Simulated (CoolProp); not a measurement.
Vapour-liquid equilibrium of R22 (1) + R11 (2) at 5.27 bar; x and y are mole fractions of (1).

The numbers come from the multi-fluid Helmholtz-energy mixture model, Kamei 1995 and Jacobsen 1992; pair parameters Bell 2016 in CoolProp.

Q: Give the bubble temperature and the first vapour's composition at x = 0.05, 0.35, 0.85. Is there an azeotrope?

A: x = 0.05: 66.9 °C, y = 0.293; x = 0.35: 27.6 °C, y = 0.826; x = 0.85: 6.3 °C, y = 0.973. No azeotrope shows between x = 0.05 and 0.95.

Pair parameters are fitted to limited data, so mixtures are less certain than the pure fluids.
